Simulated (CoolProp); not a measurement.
Vapour-liquid equilibrium of cis-2-butene (1) + acetone (2) at 130.55 °C; x and y are mole fractions of (1).

Model: multi-fluid Helmholtz-energy mixture model, Lemmon 2005 and Lemmon 2006; pair parameters Bell 2016, in CoolProp.

| x | bubble pressure (MPa) | y at the bubble point | dew pressure at overall composition x (MPa) | liquid density (mol/L) |
|---|---|---|---|---|
| 0.05 | 0.9220 | 0.181 | 0.8034 | 11.01 |
| 0.125 | 1.142 | 0.357 | 0.8679 | 10.73 |
| 0.2 | 1.341 | 0.472 | 0.9423 | 10.46 |
| 0.275 | 1.517 | 0.552 | 1.029 | 10.18 |
| 0.35 | 1.671 | 0.613 | 1.131 | 9.901 |
| 0.425 | 1.808 | 0.661 | 1.253 | 9.626 |
| 0.5 | 1.929 | 0.703 | 1.399 | … |
| 0.575 | 2.039 | 0.741 | … | 9.094 |
| 0.65 | 2.140 | 0.778 | 1.776 | 8.842 |
| 0.725 | 2.234 | 0.816 | 1.994 | 8.606 |
| 0.8 | 2.321 | 0.858 | 2.195 | 8.392 |
| 0.875 | 2.400 | 0.905 | 2.352 | 8.206 |
| 0.95 | 2.466 | 0.959 | … | 8.055 |

### Question
What belongs in the gaps?

### Answer

- 0.5, liquid density (mol/L): 9.356
- 0.575, dew pressure at overall composition x (MPa): 1.573
- 0.95, dew pressure at overall composition x (MPa): 2.457

No azeotrope shows between x = 0.05 and 0.95.

Pair parameters are fitted to limited data, so mixtures are less certain than the pure fluids.
